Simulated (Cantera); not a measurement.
What does this Cantera script print?

```python
import numpy as np
import cantera as ct

gas = ct.Solution("gri30.yaml")


def delay(T, t_max=10):
    gas.TPX = T, 2500000, {'CH4': 1, 'CO': 0.033, 'O2': 4.29, 'N2': 16.1}
    reactor = ct.IdealGasReactor(gas, clone=False)
    net = ct.ReactorNet([reactor])
    net.rtol, net.atol = 1e-8, 1e-16
    while net.time < t_max:
        t_old, T_old = net.time, reactor.T
        net.step()
        if reactor.T > T + 400:  # ignition: a rise of 400 K
            return t_old + (T + 400 - T_old) / (reactor.T - T_old) * (net.time - t_old)
    return np.nan


taus = []
for T in [1025, 1125, 1225, 1325, 1425, 1525, 1625, 1725, 1825]:
    taus.append(delay(T))
    print(f"T0 = {T:6g} K   tau = {taus[-1]:.4e} s")
```

Result:

```
T0 =   1025 K   tau = 1.9334e-02 s
T0 =   1125 K   tau = 3.8306e-03 s
T0 =   1225 K   tau = 1.0109e-03 s
T0 =   1325 K   tau = 3.2603e-04 s
T0 =   1425 K   tau = 1.2112e-04 s
T0 =   1525 K   tau = 5.0097e-05 s
T0 =   1625 K   tau = 2.2626e-05 s
T0 =   1725 K   tau = 1.1031e-05 s
T0 =   1825 K   tau = 5.7667e-06 s
```

Model: GRI-Mech 3.0 (53 species, 325 reactions), integrated in Cantera. The pressure lies above the range GRI-Mech 3.0 was tuned for (to about 10 atm).
